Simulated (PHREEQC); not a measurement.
Consider water at 25 °C with 0.015 mol/kgw HCl and 9e-05 mol/kgw CuCl2. Closed to the air; pH follows from the charge balance.

Equilibrium calculation in PHREEQC: ion-association model, phreeqc.dat.

This is a speciation only: nothing precipitates in the calculation.

Question: Predict the pH.

Answer: pH 1.87.

Question: In which forms is Cu present?

Answer: Cu+2 97 %, CuCl+ 2.5 % of the Cu.

Complexes and solids missing from the database can't appear.
